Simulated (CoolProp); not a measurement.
Model: reference Helmholtz-energy equation of state, Lemmon 2000, in CoolProp. It is a pseudo-pure fit of the blend.

For dry air, give the phase and the cp (kJ/(kg K)), conductivity (mW/(m K)) at 98.45 °C and 17 MPa; 2.65 °C and 0.0166 MPa.


- 98.45 °C and 17 MPa: supercritical; cp 1.15, conductivity 38.1
- 2.65 °C and 0.0166 MPa: gas; cp 1.00, conductivity 24.5

Thermal conductivity comes from a separate model (Lemmon 2004).
